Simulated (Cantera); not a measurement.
Source: NASA polynomial tables (part measured, part estimated), evaluated in Cantera. Values are per mole of reaction as written; species without (g) are pure solids or liquids, kept so even where they would boil at 1 bar.

4 N(g) + V2O4 → 2 V + 4 NO(g)

```csv
T (K),ΔH° (kJ),ΔS° (J/K),ΔG° (kJ),log10 K,condensed phases
1723,-173.1,76.5,-304.9,9.24,"V2O4(s), V(s)"
1773,(withheld),(withheld),(withheld),(withheld),"V2O4(s), V(s)"
1823,(withheld),(withheld),(withheld),(withheld),"V2O4(l), V(s)"
1873,-292.8,10.6,-312.7,8.72,"V2O4(l), V(s)"
1923,-296.4,8.7,-313.2,8.51,"V2O4(l), V(s)"
1973,(withheld),(withheld),(withheld),(withheld),"V2O4(l), V(s)"
```

Problem. Some entries are withheld; supply them.

Solution. 
- 1773, ΔH° (kJ): -175.0
- 1773, ΔS° (J/K): 75.4
- 1773, ΔG° (kJ): -308.7
- 1773, log10 K: 9.10
- 1823, ΔH° (kJ): -289.2
- 1823, ΔS° (J/K): 12.6
- 1823, ΔG° (kJ): -312.1
- 1823, log10 K: 8.94
- 1973, ΔH° (kJ): -299.9
- 1973, ΔS° (J/K): 6.9
- 1973, ΔG° (kJ): -313.6
- 1973, log10 K: 8.30
